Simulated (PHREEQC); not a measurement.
Synthetic water in mg/L, 25 °C, pH 6.08, pe 2.7:

| constituent | mg/L |
|---|---|
| Na | 0.242 |
| K | 0.0189 |
| Ca | 0.0732 |
| Mg | 0.0452 |
| Cl | 0.14 |
| S(6) as SO4 | 0.0972 |
| Alkalinity as HCO3 | 0.716 |
| Si as SiO2 | 0.0109 |

Na is adjusted to close the charge balance.
Valence states are taken as typed.

Computed with PHREEQC (ion-association model, phreeqc.dat).

Each row changes one thing in this solution. Precipitation was switched off in this run.

```csv
case,CO2 (mol/kgw),CO3-2 (mol/kgw),MgSO4 (mol/kgw),CaSO4 (mol/kgw),CaHCO3+ (mol/kgw),HSO4- (mol/kgw),SI of Quartz (SiO2)
as made,2.33e-5,7.20e-10,4.21e-10,3.14e-10,2.86e-10,8.04e-11,-2.76
S(6) from 0.0972 to 0.292 mg/L,2.33e-5,7.22e-10,1.26e-9,9.37e-10,2.85e-10,2.41e-10,-2.76
temperature from 25 to 5 °C at the same typed pH,3.41e-5,4.28e-10,2.43e-10,2.68e-10,1.79e-10,5.41e-11,-2.45
pH from 6.08 to 6.58 at the same alkalinity,7.03e-6,2.17e-9,4.21e-10,3.14e-10,2.72e-10,2.54e-11,-2.76
```

Constants without temperature data keep their 25 °C values here.
